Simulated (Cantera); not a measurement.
Cantera run:

```python
import numpy as np
import cantera as ct

gas_names = """
    AL ALH ALO ALOH ALO2 ALO2H AL2 AL2O AL2O2 H HALO HO2 H2 H2O H2O2 O OH O2 O3
""".split()
cond_names = """
    AL(cr) AL(L) AL2O3(a) AL2O3(L) H2O(s) H2O(L)
""".split()


# ... load() reads the species with a 1 bar reference pressure and builds the phases ...
atoms = {
    'Al2O3': {'AL': 2, 'O': 3},
    'H2O': {'H': 2, 'O': 1},
}
top_T = {}  # K; cautious upper limits of use, not melting points


# ... equilibrate(T, P, feed) seeds the gas with the atoms and calls Mixture.equilibrate('TP', solver="vcs", rtol=1e-11, max_steps=5000) ...
results = []
feed = {'Al2O3': 1, 'H2O': 2.1}  # mol
P = 13332.2  # Pa
for T in [2098, 2148, 2198, 2248, 2298, 2348, 2398, 2448, 2498, 2548, 2598, 2648]:
    mix = equilibrate(T, P, feed)
    results.append((T, P, feed, dict(zip(mix.species_names, mix.species_moles))))

top = {s: max(r[3][s] / sum(r[3][g] for g in gas_names) for r in results) for s in gas_names}
cols = sorted((s for s in top if top[s] > 1e-06), key=lambda s: -top[s])[:6]
seen = [c for c in cond_names if any(r[3].get(c, 0) > 1e-12 for r in results)]
print("log10 of partial pressures in bar; condensed amounts in mol")
print(f"{'T/K':>10s}" + "".join(f"{s[:9]:>10s}" for s in cols + seen))
for T, P, feed, n in results:
    ng = sum(n[g] for g in gas_names)
    print(f"{T:10.4g}" + "".join(f"{np.log10(max(n[s] / ng * P / 1e5, 1e-99)):10.3f}" for s in cols)
          + "".join(f"{n.get(c, 0):10.4g}" for c in seen))
```

Result:

```
log10 of partial pressures in bar; condensed amounts in mol
       T/K       H2O        H2        OH         H        O2         O  AL2O3(a)  AL2O3(L)
      2098    -0.890    -2.619    -3.018    -3.821    -3.009    -4.367         1         0
      2148    -0.894    -2.523    -2.903    -3.642    -2.917    -4.173         1         0
      2198    -0.899    -2.432    -2.794    -3.470    -2.830    -3.989         1         0
      2248    -0.905    -2.347    -2.690    -3.307    -2.748    -3.812         1         0
      2298    -0.913    -2.266    -2.593    -3.152    -2.670    -3.644         1         0
      2348    -0.921    -2.189    -2.500    -3.003    -2.597    -3.484         0    0.9999
      2398    -0.932    -2.117    -2.413    -2.861    -2.528    -3.331         0    0.9999
      2448    -0.944    -2.050    -2.330    -2.726    -2.464    -3.185         0    0.9999
      2498    -0.959    -1.986    -2.253    -2.597    -2.404    -3.045         0    0.9998
      2548    -0.975    -1.928    -2.181    -2.474    -2.348    -2.912         0    0.9997
      2598    -0.995    -1.874    -2.114    -2.356    -2.297    -2.786         0    0.9996
      2648    -1.018    -1.824    -2.052    -2.245    -2.250    -2.665         0    0.9994
```

These are equilibrium values from Cantera (NASA tables, ideal gas, pure condensed phases), not measurements of a reactor. The tables' values for AlOH are old estimates; treat these amounts as uncertain. Gases not in the tables: Al(OH)3.
